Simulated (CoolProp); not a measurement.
Vapour-liquid equilibrium of ethanol (1) + n-octane (2) at 438.4 K; x and y are mole fractions of (1).

Model: multi-fluid Helmholtz-energy mixture model, Schroeder 2014 and Beckmüller 2019; pair parameters Bell 2016, in CoolProp.

**Question.** Give the bubble pressure and the first vapour's composition at x = 0.15, 0.35, 0.55. Is there an azeotrope?

**Answer.** x = 0.15: 7.322 bar, y = 0.624; x = 0.35: 9.998 bar, y = 0.739; x = 0.55: 11.47 bar, y = 0.797. No azeotrope shows between x = 0.05 and 0.95.

The pair parameters rest on a limited set of measurements; away from them the model extrapolates. With so large a gap from Raoult's law the liquid may split in two, which this calculation doesn't test in full.
